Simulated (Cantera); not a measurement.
Cantera run:

```python
import numpy as np
import cantera as ct

gas_names = """
    N NO NO2 NO3 N2 N2O O O2 O3 Pb PbO Pb2
""".split()
cond_names = """
    Pb(cr) Pb(L) PbO(rd) PbO(yw) PbO(L) PbO2(s) Pb3O4(s)
""".split()


# ... load() reads the species with a 1 bar reference pressure and builds the phases ...
atoms = {
    'PbO': {'Pb': 1, 'O': 1},
    'O2': {'O': 2},
    'N2': {'N': 2},
}
top_T = {'Pb3O4(s)': 820}  # K; cautious upper limits of use, not melting points


# ... equilibrate(T, P, feed) seeds the gas with the atoms and calls Mixture.equilibrate('TP', solver="vcs", rtol=1e-11, max_steps=5000) ...
results = []
T = 1623.15  # K
P = 1000  # Pa
for m in [0.28, 0.63, 1.4, 3.2, 7.3, 17, 37, 85]:
    feed = {'PbO': 1, 'O2': 0.26, 'N2': m}  # mol
    mix = equilibrate(T, P, feed)
    results.append((T, P, feed, dict(zip(mix.species_names, mix.species_moles))))
    x = sorted(zip(gas.X, gas.species_names), reverse=True)
    print(f"T = {T:g} K  P = {P:g} Pa  n(N2) = {m:g} mol  gas = {mix.phase_moles(0):.4g} mol")
    print("   x: " + "  ".join(f"{s} {v:.3e}" for v, s in x if v > 0.0001))
    print("   condensed (mol): " + ("  ".join(f"{mix.phase(i).name} {mix.phase_moles(i):.4g}"
          for i in range(1, mix.n_phases) if mix.phase_moles(i) > 1e-12) or "none"))
```

Result:

```
T = 1623.15 K  P = 1000 Pa  n(N2) = 0.28 mol  gas = 1.634 mol
   x: PbO 4.976e-01  O2 2.159e-01  N2 1.709e-01  Pb 1.145e-01  NO 1.008e-03
   condensed (mol): none
T = 1623.15 K  P = 1000 Pa  n(N2) = 0.63 mol  gas = 1.991 mol
   x: PbO 4.013e-01  N2 3.159e-01  O2 1.805e-01  Pb 1.010e-01  NO 1.253e-03
   condensed (mol): none
T = 1623.15 K  P = 1000 Pa  n(N2) = 1.4 mol  gas = 2.773 mol
   x: N2 5.042e-01  PbO 2.790e-01  O2 1.338e-01  Pb 8.157e-02  NO 1.363e-03
   condensed (mol): none
T = 1623.15 K  P = 1000 Pa  n(N2) = 3.2 mol  gas = 4.594 mol
   x: N2 6.959e-01  PbO 1.593e-01  O2 8.512e-02  Pb 5.838e-02  NO 1.277e-03
   condensed (mol): none
T = 1623.15 K  P = 1000 Pa  n(N2) = 7.3 mol  gas = 8.724 mol
   x: N2 8.362e-01  PbO 7.704e-02  O2 4.805e-02  Pb 3.759e-02  NO 1.052e-03
   condensed (mol): none
T = 1623.15 K  P = 1000 Pa  n(N2) = 17 mol  gas = 18.46 mol
   x: N2 9.204e-01  PbO 3.222e-02  O2 2.465e-02  Pb 2.195e-02  NO 7.904e-04
   condensed (mol): none
T = 1623.15 K  P = 1000 Pa  n(N2) = 37 mol  gas = 38.5 mol
   x: N2 9.607e-01  PbO 1.334e-02  O2 1.277e-02  Pb 1.263e-02  NO 5.812e-04
   condensed (mol): none
T = 1623.15 K  P = 1000 Pa  n(N2) = 85 mol  gas = 86.55 mol
   x: N2 9.819e-01  Pb 6.671e-03  O2 6.128e-03  PbO 4.883e-03  NO 4.071e-04
   condensed (mol): none
```

These are equilibrium values from Cantera (NASA tables, ideal gas, pure condensed phases), not measurements of a reactor. Gases not in the tables: (PbO)n polymers.
